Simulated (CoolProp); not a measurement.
R143a at several states: fugacity coefficient from the reference equation and from simpler models built on Tc = 72.7 °C, pc = 3.762 MPa, ω = 0.261; each cubic takes its own stable root.

Computed with CoolProp (reference Helmholtz-energy equation of state, Lemmon and Jacobsen 2000).

```csv
T (°C),p (MPa),phase,reference
-102.45,0.0105,liquid,0.2535
25.25,3.17,liquid,0.3409
123.85,0.921,gas,0.9451
-42.25,0.3,liquid,0.4047
170.95,1.82,gas,0.9293
-34.65,15.4,liquid,0.01883
```

Q: How far does each simpler model (van der Waals, Redlich-Kwong, Soave-Redlich-Kwong, Peng-Robinson) lie from the reference over these 6 states: mean and median of the absolute difference, and the worst?

A: 
- van der Waals: mean 151.9 %, median 93.7 %, worst +430.4 % at -34.65 °C and 15.4 MPa
- Redlich-Kwong: mean 56.3 %, median 45.5 %, worst +165.0 % at -102.45 °C and 0.0105 MPa
- Soave-Redlich-Kwong: mean 4.4 %, median 3.4 %, worst +11.8 % at -34.65 °C and 15.4 MPa
- Peng-Robinson: mean 1.5 %, median 1.3 %, worst +3.5 % at -34.65 °C and 15.4 MPa

At some of these states van der Waals gives the other phase, because its saturation line lies elsewhere.
